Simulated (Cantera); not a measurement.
**Pyrogenic steam for wet oxidation**

An isothermal, constant-pressure homogeneous reactor starts with H₂ : O₂ : N₂ = 1 : 0.39 : 2.3 (molar parts), equivalence ratio 1.3, at 1200 K and 0.190 bar.

Cantera simulation using the H2/O2 subset of GRI-Mech 3.0, which has no nitrogen chemistry; the numbers are that mechanism's predictions, not measurements. The temperature is held fixed by assumption; the heat of reaction is taken as removed at once.

```csv
t (s),x H₂,x O₂,x HO₂,x H,x H₂O₂
0.000300,0.175,0.0681,1.01e-5,0.0563,4.34e-7
0.000854,0.0506,0.00530,1.49e-6,0.0550,3.52e-7
0.00243,0.0579,0.000447,1.36e-7,0.0189,1.05e-7
0.00693,0.0635,3.76e-5,1.20e-8,0.00633,2.97e-8
0.0197,0.0656,4.00e-6,1.41e-9,0.00216,9.01e-9
0.0562,0.0663,4.71e-7,2.02e-10,0.000752,2.58e-9
0.160,0.0665,5.81e-8,3.18e-11,0.000263,6.18e-10
0.456,0.0666,7.28e-9,4.81e-12,9.22e-5,1.15e-10
1.30,0.0666,9.08e-10,<1e-12,3.24e-5,1.72e-11
3.70,0.0667,1.13e-10,<1e-12,1.14e-5,2.30e-12
10.5,0.0667,1.40e-11,<1e-12,3.99e-6,<1e-12
30.0,0.0667,1.74e-12,<1e-12,1.41e-6,<1e-12
```
x: mole fraction; the columns are a selection and need not sum to one.

Equilibrium at this temperature and pressure: H₂ 0.0667, O₂ <1e-12, HO₂ <1e-12, H 1.18e-7, H₂O₂ <1e-12 (gas phase only).
